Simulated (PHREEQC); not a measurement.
**Metal-bearing waste water (model solution)**

Solution (25 °C): 9.7 mmol/kgw FeCl3, 1.2 mmol/kgw ZnCl2, 0.043 mmol/kgw NaF and 1.1 mmol/kgw NaCl. Closed to the air; pH follows from the charge balance.

The numbers come from PHREEQC with the ion-association model, phreeqc.dat.

No solid was allowed to form.

Task: What pH, ionic strength does the model give?

Result: pH 2.36; ionic strength 0.0530 mol/kgw.

Task: In which forms is Fe present?

Result: Fe+3 35 %, FeOH+2 27 %, Fe2(OH)2+4 19 %, FeCl+2 14 %, Fe3(OH)4+5 3.3 %, Fe(OH)2+ 1.1 % of the Fe.

Saturation is exceeded, for instance for Hematite (slow to form), Goethite (slow to form); the values hold only as long as no solid forms. Complexes and solids missing from the database can't appear. Fluoro complexes past AlF4- and FeF3 are missing from the database.
